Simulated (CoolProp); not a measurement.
R1234ze(E) along the isotherm 420 K: fugacity coefficient from the reference equation and from simpler models built on Tc = 382.5 K, pc = 3.635 MPa, ω = 0.313; each cubic takes its own stable root.

Model: reference Helmholtz-energy equation of state, Thol 2016, in CoolProp.

```json
[
 {"p (MPa)": "0.0172", "phase": "gas", "reference": "0.9988", "Redlich-Kwong": "0.9988", "Soave-Redlich-Kwong": "0.9988", "Peng-Robinson": "0.9987"},
 {"p (MPa)": "0.0291", "phase": "gas", "reference": "0.9980", "Redlich-Kwong": "0.9979", "Soave-Redlich-Kwong": "0.9980", "Peng-Robinson": "0.9978"},
 {"p (MPa)": "0.0491", "phase": "gas", "reference": "0.9966", "Redlich-Kwong": "0.9965", "Soave-Redlich-Kwong": "0.9967", "Peng-Robinson": "0.9962"},
 {"p (MPa)": "0.0829", "phase": "gas", "reference": "0.9942", "Redlich-Kwong": "0.9941", "Soave-Redlich-Kwong": "0.9944", "Peng-Robinson": "0.9937"},
 {"p (MPa)": "0.14", "phase": "gas", "reference": "0.9902", "Redlich-Kwong": "0.9900", "Soave-Redlich-Kwong": "0.9906", "Peng-Robinson": "0.9893"},
 {"p (MPa)": "0.236", "phase": "gas", "reference": "0.9835", "Redlich-Kwong": "0.9832", "Soave-Redlich-Kwong": "0.9842", "Peng-Robinson": "0.9820"},
 {"p (MPa)": "0.398", "phase": "gas", "reference": "…", "Redlich-Kwong": "0.9718", "Soave-Redlich-Kwong": "0.9735", "Peng-Robinson": "…"},
 {"p (MPa)": "0.672", "phase": "gas", "reference": "0.9534", "Redlich-Kwong": "0.9526", "Soave-Redlich-Kwong": "0.9554", "Peng-Robinson": "0.9494"},
 {"p (MPa)": "1.13", "phase": "gas", "reference": "0.9225", "Redlich-Kwong": "0.9209", "Soave-Redlich-Kwong": "0.9256", "Peng-Robinson": "0.9159"},
 {"p (MPa)": "1.91", "phase": "gas", "reference": "0.8710", "Redlich-Kwong": "…", "Soave-Redlich-Kwong": "0.8760", "Peng-Robinson": "0.8607"},
 {"p (MPa)": "3.23", "phase": "gas", "reference": "0.7871", "Redlich-Kwong": "0.7807", "Soave-Redlich-Kwong": "0.7946", "Peng-Robinson": "0.7721"},
 {"p (MPa)": "5.45", "phase": "supercritical", "reference": "0.6524", "Redlich-Kwong": "…", "Soave-Redlich-Kwong": "0.6655", "Peng-Robinson": "…"}
]
```

Complete the blanks.


- 0.398, reference: 0.9723
- 0.398, Peng-Robinson: 0.9698
- 1.91, Redlich-Kwong: 0.8679
- 5.45, Redlich-Kwong: 0.6390
- 5.45, Peng-Robinson: 0.6367
